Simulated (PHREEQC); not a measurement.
A made-up water analysis in mg/kgw, 25 °C, pH 8.13:

```
constituent         mg/kgw
------------------  ------
Na                    2530
K                     28.5
Ca                     116
Mg                     325
Cl                    3350
S(6) as SO4           2050
Alkalinity as HCO3    57.4
```

Valence states are taken as typed.

The numbers come from PHREEQC with the Pitzer model, pitzer.dat.

No solid was allowed to form.

### Question
Estimate the specific conductance, charge-balance error.

### Answer
specific conductance 13500 µS/cm; charge-balance error 1.9 %.

### Question
In which forms is C present?

### Answer
HCO3- 95 %, CO3-2 1.9 %, MgCO3 1.5 %, CO2 1.2 % of the C.
